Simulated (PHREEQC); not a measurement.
A solution holds 0.00012 mol PbCl2 and 0.023 mol NaNO3 per kg of water, at 20 °C. Closed to the air; pH follows from the charge balance.

Model: ion-association model, wateq4f.dat, run in PHREEQC.

Q: The ionic strength comes out as 0.0233 mol/kgw. What activity coefficients do Pb+2, Na+, Cl-, PbOH+, PbNO3+ get?

A: Pb+2 0.56, Na+ 0.86, Cl- 0.86, PbOH+ 0.86, PbNO3+ 0.86.

This is a speciation only: nothing precipitates in the calculation.
